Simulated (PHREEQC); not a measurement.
Dissolve 12 mmol/kgw KOH, 0.85 mmol/kgw Al(NO3)3 and 1.2 mmol/kgw CuSO4 at 20 °C. Closed to the air; pH follows from the charge balance.

Computed with PHREEQC (ion-association model, wateq4f.dat).

```
Quantity                   Value
----------------  --------------
pH                         11.90
ionic strength    0.0131 mol/kgw
total alkalinity     12.0 meq/kg
```

```json
[
 {"species": "K+", "molality": "0.0119", "activity": "0.0106", "log γ": "-0.051"},
 {"species": "OH-", "molality": "0.00611", "activity": "0.00543", "log γ": "-0.051"},
 {"species": "NO3-", "molality": "0.00255", "activity": "0.00226", "log γ": "-0.052"},
 {"species": "SO4-2", "molality": "0.00114", "activity": "0.000730", "log γ": "-0.196"},
 {"species": "Cu(OH)2", "molality": "0.00112", "activity": "0.00113", "log γ": "0.001"},
 {"species": "Al(OH)4-", "molality": "0.000850", "activity": "0.000758", "log γ": "-0.050"},
 {"species": "Cu(OH)3-", "molality": "6.10e-5", "activity": "5.44e-5", "log γ": "-0.050"},
 {"species": "KSO4-", "molality": "5.57e-5", "activity": "4.98e-5", "log γ": "-0.048"},
 {"species": "Cu(OH)4-2", "molality": "1.38e-5", "activity": "8.69e-6", "log γ": "-0.200"}
]
```

This is a speciation only: nothing precipitates in the calculation. Saturation is exceeded, for instance for Cu(OH)2, Brochantite; the values hold only as long as no solid forms. The database's constant for dissolved Cu(OH)2 is higher than later reviews accept.
